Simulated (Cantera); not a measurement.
Source: NASA polynomial tables (part measured, part estimated), evaluated in Cantera. Values are per mole of reaction as written; species without (g) are pure solids or liquids, kept so even where they would boil at 1 bar. TaC: taken at fixed stoichiometry.

**Question.** Between 300 and 2125 K, where is each reaction favourable under standard conditions?
- 2 TaC + 7 CO2(g) = Ta2O5 + 9 CO(g)
- TaO2(g) = Ta + 2 O(g)

**Answer.** 
- 2 TaC + 7 CO2(g) = Ta2O5 + 9 CO(g): ΔG° is -100 kJ at 300 K and -771 kJ at 2125 K; it stays negative (K > 1). ΔH° is 126 kJ and ΔS° 422 J/K at 2125 K.
- TaO2(g) = Ta + 2 O(g): ΔG° is 674 kJ at 300 K and 480 kJ at 2125 K; it stays positive (K < 1). ΔH° is 727 kJ and ΔS° 116 J/K at 2125 K.
